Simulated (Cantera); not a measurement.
Charge: 1 mol BN, 1.9 mol HCl, 0.88 mol N₂, held at 1873.15 K and 0.100 bar.

Method: chemical equilibrium by Gibbs-energy minimisation in Cantera with the NASA 1993 tables (ideal gas, pure condensed phases). Candidate condensed phases: B, BN, NH₄Cl; 21 gas species. The tables' values for BCl₂, BCl are old estimates; treat these amounts as uncertain. Gases not in the tables: BHCl₂. Equilibrium is a limit: real reactors are often held back by kinetics, nucleation or transport.

Base state: HCl 0.554, N₂ 0.336, H₂ 0.0626, BCl₃ 0.0383, Cl 0.00343, BCl₂ 0.00307, BCl 0.00135, H 0.000511 (mole fractions); condensed: BN(s).

### Question
What changes in the equilibrium state with this change: pressure from 0.100 bar to 1.00 bar?

### Answer
```
species       before     after
----------  --------  --------
HCl            0.554     0.559
N₂             0.336     0.337
H₂            0.0626    0.0617
Cl           0.00343   0.00110
BCl₂         0.00307  0.001000
BCl₃          0.0383    0.0401
BCl          0.00135  0.000137
H           0.000511  0.000161
BN(s), mol     0.881     0.885
```
